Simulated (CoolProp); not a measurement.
Water along the isotherm 708.6 K: density (kg/m³) from the reference equation and from simpler models built on Tc = 647.1 K, pc = 22060 kPa, ω = 0.344; each cubic takes its own stable root.

The numbers come from the reference Helmholtz-energy equation of state, Wagner 2002 in CoolProp.

| p (kPa) | phase | reference |
|---|---|---|
| 105 | gas | 0.3214 |
| 163 | gas | 0.4993 |
| 254 | gas | 0.7788 |
| 395 | gas | 1.213 |
| 615 | gas | 1.893 |
| 958 | gas | 2.960 |
| 1490 | gas | 4.630 |
| 2320 | gas | 7.277 |
| 3620 | gas | 11.53 |
| 5630 | gas | 18.38 |
| 8770 | gas | 29.86 |
| 13700 | gas | 50.37 |
| 21300 | gas | 91.30 |
| 33100 | supercritical | 210.1 |

How far does each simpler model (ideal gas, Peng-Robinson) lie from the reference over these 14 states: mean and median of the absolute difference, and the worst?


- ideal gas: mean 8.9 %, median 2.1 %, worst -51.8 % at 708.6 K and 33100 kPa
- Peng-Robinson: mean 1.1 %, median 0.4 %, worst -6.6 % at 708.6 K and 33100 kPa
